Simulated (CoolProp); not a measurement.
Vapour-liquid equilibrium of n-pentane (1) + toluene (2) at 0.502 MPa; x and y are mole fractions of (1).

Values from CoolProp's multi-fluid Helmholtz-energy mixture model, Thol 2019 and Lemmon 2006; pair parameters Bell 2016.

```json
[
 {"x": "0.05", "bubble temperature, mixture model (°C)": "___", "bubble temperature, Raoult's law (°C)": "168.8", "y, mixture model": "___", "y, Raoult's law": "0.218"},
 {"x": "0.15", "bubble temperature, mixture model (°C)": "149.9", "bubble temperature, Raoult's law (°C)": "153.0", "y, mixture model": "0.496", "y, Raoult's law": "0.501"},
 {"x": "0.25", "bubble temperature, mixture model (°C)": "137.0", "bubble temperature, Raoult's law (°C)": "140.5", "y, mixture model": "0.657", "y, Raoult's law": "0.670"},
 {"x": "0.35", "bubble temperature, mixture model (°C)": "___", "bubble temperature, Raoult's law (°C)": "130.5", "y, mixture model": "___", "y, Raoult's law": "0.777"},
 {"x": "0.45", "bubble temperature, mixture model (°C)": "___", "bubble temperature, Raoult's law (°C)": "122.1", "y, mixture model": "___", "y, Raoult's law": "0.848"},
 {"x": "0.55", "bubble temperature, mixture model (°C)": "113.2", "bubble temperature, Raoult's law (°C)": "115.0", "y, mixture model": "___", "y, Raoult's law": "0.897"},
 {"x": "0.65", "bubble temperature, mixture model (°C)": "107.9", "bubble temperature, Raoult's law (°C)": "108.9", "y, mixture model": "0.908", "y, Raoult's law": "0.933"},
 {"x": "0.75", "bubble temperature, mixture model (°C)": "103.1", "bubble temperature, Raoult's law (°C)": "103.6", "y, mixture model": "0.938", "y, Raoult's law": "0.959"},
 {"x": "0.85", "bubble temperature, mixture model (°C)": "98.8", "bubble temperature, Raoult's law (°C)": "98.9", "y, mixture model": "0.965", "y, Raoult's law": "0.979"},
 {"x": "0.95", "bubble temperature, mixture model (°C)": "94.7", "bubble temperature, Raoult's law (°C)": "94.7", "y, mixture model": "___", "y, Raoult's law": "0.994"}
]
```

### Question
Some entries are withheld; supply them.

### Answer

- 0.05, bubble temperature, mixture model (°C): 167.5
- 0.05, y, mixture model: 0.215
- 0.35, bubble temperature, mixture model (°C): 127.2
- 0.35, y, mixture model: 0.757
- 0.45, bubble temperature, mixture model (°C): 119.5
- 0.45, y, mixture model: 0.823
- 0.55, y, mixture model: 0.871
- 0.95, y, mixture model: 0.989

The largest gap from Raoult's law is -3.5 K in bubble temperature, at x = 0.25. No azeotrope shows between x = 0.05 and 0.95.

Pair parameters are fitted to limited data, so mixtures are less certain than the pure fluids.
